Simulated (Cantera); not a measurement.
An isothermal, constant-pressure homogeneous reactor starts with N₂O : H₂O = 1 : 0.026 (molar parts), at 1500 K and 830 Pa.

Detailed kinetics in Cantera: GRI-Mech 3.0 (53 species, 325 reactions). GRI-Mech 3.0 was tuned for natural gas; its chemistry of N2O as a main component is partial and can be far from experiment. Radical loss at walls, strong at low pressure, is not modelled. The temperature is held fixed by assumption; the heat of reaction is taken as removed at once.

Problem. Predict: x(N₂O) at 7.00 s; x(H₂O) at 7.00 s; x(O₂) at 7.00 s; x(NO) at 7.00 s; x(HO₂) at 7.00 s.

Solution. 
- x(N₂O) at 7.00 s: 0.0178 (gas-phase equilibrium 7.12e-9)
- x(H₂O) at 7.00 s: 0.0171 (gas-phase equilibrium 0.0170)
- x(O₂) at 7.00 s: 0.254 (gas-phase equilibrium 0.327)
- x(NO) at 7.00 s: 0.135 (gas-phase equilibrium 0.00140)
- x(HO₂) at 7.00 s: 4.70e-8 (gas-phase equilibrium 3.36e-8)
